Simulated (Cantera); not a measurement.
Cantera run, input and output.

```python
import numpy as np
import cantera as ct

gas = ct.Solution("gri30.yaml")
gas.TPX = 550, 65000, {'CH4': 1, 'H2': 0.96, 'O2': 1.91, 'N2': 7.17}
inlet = ct.Reservoir(gas, clone=True)
gas.equilibrate("HP")  # start burning
reactor = ct.IdealGasConstPressureReactor(gas, energy="on", clone=False)
exhaust = ct.Reservoir(gas, clone=True)
tau = [0.031, 0.017, 0.0087, 0.0046, 0.0024, 0.0013, 0.00068, 0.00036, 0.00019, 0.0001, 5.3e-05, 2.8e-05][0]
for a, b in ((inlet, reactor), (reactor, exhaust)):
    ct.MassFlowController(a, b, mdot=lambda t: reactor.mass / tau)
net = ct.ReactorNet([reactor])
show = ['CH4', 'H2', 'O2', 'NO', 'H2O', 'C2H4']

rows = []
print(f"{'tau/s':>10s}{'T/K':>9s}" + "".join(f"{s:>11s}" for s in show))
for tau in [0.031, 0.017, 0.0087, 0.0046, 0.0024, 0.0013, 0.00068, 0.00036, 0.00019, 0.0001, 5.3e-05, 2.8e-05]:
    net.initial_time = 0.0
    net.advance(30 * tau)
    before = gas.X
    net.advance(40 * tau)
    drift = np.max(np.abs(gas.X - before) / (gas.X + 1e-9))
    rows.append([gas.T, *gas[show].X, drift])
    print(f"{tau:10.3e}{gas.T:9.1f}" + "".join(f"{x:11.3e}" for x in gas[show].X))
```

Output:

```
     tau/s      T/K        CH4         H2         O2         NO        H2O       C2H4
 3.100e-02   2247.6  1.260e-05  5.129e-02  4.989e-04  4.448e-04  2.089e-01  3.318e-09
 1.700e-02   2232.7  1.704e-05  5.141e-02  7.198e-04  4.412e-04  2.075e-01  5.675e-09
 8.700e-03   2211.4  2.441e-05  5.163e-02  1.082e-03  4.171e-04  2.056e-01  1.017e-08
 4.600e-03   2185.9  3.555e-05  5.194e-02  1.572e-03  3.747e-04  2.034e-01  1.800e-08
 2.400e-03   2154.5  5.439e-05  5.237e-02  2.254e-03  3.167e-04  2.007e-01  3.375e-08
 1.300e-03   2120.5  8.469e-05  5.286e-02  3.094e-03  2.565e-04  1.978e-01  6.532e-08
 6.800e-04   2081.3  1.419e-04  5.347e-02  4.239e-03  1.960e-04  1.946e-01  1.448e-07
 3.600e-04   2041.2  2.482e-04  5.416e-02  5.742e-03  1.456e-04  1.915e-01  3.584e-07
 1.900e-04   2000.1  4.635e-04  5.507e-02  7.970e-03  1.046e-04  1.885e-01  1.046e-06
 1.000e-04   1953.6  9.565e-04  5.673e-02  1.191e-02  6.951e-05  1.851e-01  3.873e-06
 5.300e-05   1872.9  2.664e-03  6.228e-02  2.218e-02  3.151e-05  1.775e-01  2.661e-05
 2.800e-05    550.0  9.058e-02  8.696e-02  1.730e-01 -2.081e-20 -1.837e-16 -7.338e-19
```

Computed with Cantera and GRI-Mech 3.0 (53 species, 325 reactions).
